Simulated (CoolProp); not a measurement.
Tetrahydrofuran along the isobar 805 kPa: fugacity coefficient from the reference equation and from simpler models built on Tc = 267.0 °C, pc = 5304 kPa, ω = 0.234; each cubic takes its own stable root.

The numbers come from the reference Helmholtz-energy equation of state, Fiedler 2023 in CoolProp.

| T (°C) | phase | reference | van der Waals | Redlich-Kwong | Soave-Redlich-Kwong | Peng-Robinson |
|---|---|---|---|---|---|---|
| 88.95 | liquid | 0.2444 | 0.8856 | 0.3769 | 0.2434 | 0.2429 |
| 110.25 | liquid | 0.4147 | 0.8996 | 0.5963 | … | 0.4127 |
| 131.55 | liquid | 0.6545 | 0.9113 | 0.8822 | 0.6620 | 0.6525 |
| 152.85 | gas | 0.8911 | 0.9212 | 0.9000 | … | … |
| 174.15 | gas | 0.9066 | 0.9297 | 0.9127 | … | 0.9010 |
| 195.45 | gas | 0.9193 | … | 0.9233 | 0.9194 | … |
| 216.75 | gas | 0.9299 | 0.9432 | 0.9323 | 0.9298 | 0.9239 |
| 238.05 | gas | 0.9389 | 0.9487 | 0.9400 | 0.9387 | 0.9329 |
| 259.35 | gas | 0.9465 | … | 0.9466 | 0.9463 | 0.9407 |

Question: What belongs in the gaps?

Answer: 
- 110.25, Soave-Redlich-Kwong: 0.4166
- 152.85, Soave-Redlich-Kwong: 0.8926
- 152.85, Peng-Robinson: 0.8863
- 174.15, Soave-Redlich-Kwong: 0.9072
- 195.45, van der Waals: 0.9369
- 195.45, Peng-Robinson: 0.9134
- 259.35, van der Waals: 0.9535

At some of these states van der Waals gives the other phase, because its saturation line lies elsewhere.
